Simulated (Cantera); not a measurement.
Feed: 1 mol SiCl₄, 5.2 mol H₂, at 573 K and 0.100 bar.

Cantera equilibrium calculation (NASA polynomials, part measured and part estimated; ideal gas, pure solids and liquids). Candidate condensed phases: Si; 19 gas species. Kinetics and transport are ignored.

Base state: H₂ 0.837, SiCl₄ 0.160, HCl 0.00137, SiHCl₃ 0.00137 (mole fractions); condensed: gas only.

What changes in the equilibrium state with this change: 0.048 mol NH₃ added?


```
species         before    after
-------------  -------  -------
H₂               0.837    0.824
SiCl₄            0.160    0.153
HCl            0.00137   0.0229
SiHCl₃         0.00137  7.76e-5
Si₃N₄(s), mol        0   0.0120
```
Further candidate phases: NH₄Cl, Si₃N₄.

What changes in the equilibrium state with this change: temperature from 573 K to 948.15 K?


```csv
species,before,after
H₂,0.837,0.815
SiCl₄,0.160,0.138
HCl,0.00137,0.0233
SiHCl₃,0.00137,0.0218
SiCl₃,5.47e-9,0.000657
SiCl₂,<1e-9,0.000105
```
The tables' values for SiCl₃ are old estimates; treat these amounts as uncertain.
